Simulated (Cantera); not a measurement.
A closed system holds: 1 mol SiH4, 0.6 mol N2, at 6.70 mbar.

Method: chemical equilibrium by Gibbs-energy minimisation in Cantera with the NASA 1993 tables (ideal gas, pure condensed phases). Candidate condensed phases: Si, Si3N4; 18 gas species. N2 is the only nitrogen source here; it is nearly inert below about 1500 K, so the nitride shown seldom forms there in practice. Mutual solubility and eutectic melting of coexisting phases are not modelled. Gases not in the tables: Si2H6 and higher silanes. Kinetics and transport are ignored.

Task: Which condensed phases are stable at each of these points (T (K)): 1325, 1425, 1525, 1625, 1725, 1825, 1925, 2025?

Result: 
| T (K) | condensed phases | Si condensed (%) |
|---|---|---|
| 1325 | Si(s) + Si3N4(s) | 100.0 |
| 1425 | Si(s) + Si3N4(s) | 100.0 |
| 1525 | Si(s) + Si3N4(s) | 100.0 |
| 1625 | Si(s) + Si3N4(s) | 100.0 |
| 1725 | Si(l) | 99.9 |
| 1825 | Si(l) | 99.8 |
| 1925 | Si(l) | 99.2 |
| 2025 | Si(l) | 97.4 |

From 1325 K to 1625 K the condensed part is Si(s) + Si3N4(s). From 1725 K to 2025 K the condensed part is Si(l).
